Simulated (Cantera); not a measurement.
An adiabatic, constant-pressure homogeneous reactor starts with CO : H₂ : CH₄ : O₂ : N₂ = 1 : 0.57 : 0.51 : 7.52 : 82.7 (molar parts), equivalence ratio 0.24, at 1025 K and 0.651 atm.

Cantera simulation using GRI-Mech 3.0 (53 species, 325 reactions); the numbers are that mechanism's predictions, not measurements.

Question: Predict: time of steepest temperature rise; temperature at 9.00 s; equilibrium temperature; x(CO) at 9.00 s; x(H₂) at 9.00 s.

Answer: 
- time of steepest temperature rise: 9.27 ms
- temperature at 9.00 s: 1291 K
- equilibrium temperature: 1291 K
- x(CO) at 9.00 s: 1.05e-8 (gas-phase equilibrium 1.04e-8)
- x(H₂) at 9.00 s: 6.39e-9 (gas-phase equilibrium 6.33e-9)
